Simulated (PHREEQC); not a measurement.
Solution (25 °C): 0.098 mol Cu(NO3)2, 0.00036 mol HCl and 0.00014 mol Na2SO4 per kg of water. Closed to the air; pH follows from the charge balance.

Computed with PHREEQC (ion-association model, phreeqc.dat).

Each row changes one thing in this solution. This is a speciation only: nothing precipitates in the calculation.

```
case                                      pH  CuSO4 (mol/kgw)  SO4-2 (mol/kgw)  Cu2(OH)2+2 (mol/kgw)  CuOH+ (mol/kgw)  HSO4- (mol/kgw)
--------------------------------------  ----  ---------------  ---------------  --------------------  ---------------  ---------------
as made                                 3.54          8.08e-5          5.86e-5               1.50e-6          1.45e-6          5.60e-7
Na2SO4 from 0.00014 to 2.8e-05 mol/kgw  3.54          1.62e-5          1.17e-5               1.50e-6          1.45e-6          1.12e-7
temperature from 25 to 90 °C             ___          8.00e-5          5.60e-5              0.000110          8.41e-7          3.97e-6
diluted 2-fold with water               3.83          3.70e-5          3.28e-5               1.79e-6          1.58e-6          2.05e-7
0.0041 mol/kgw K2SO4 added              3.56              ___          0.00180               1.56e-6          1.47e-6          1.64e-5
HCl left out                            4.23          8.11e-5          5.88e-5               3.44e-5          6.93e-6          1.17e-7
temperature from 25 to 70 °C            3.46          8.20e-5          5.61e-5               4.54e-5          1.11e-6          1.85e-6
```

Task: Fill in the missing entries.

Result: 
- temperature from 25 to 90 °C, pH: 3.36
- 0.0041 mol/kgw K2SO4 added, CuSO4 (mol/kgw): 0.00240

Complexes and solids missing from the database can't appear. At this temperature some constants are extrapolated from 25 °C, and those without enthalpy data are left unchanged.
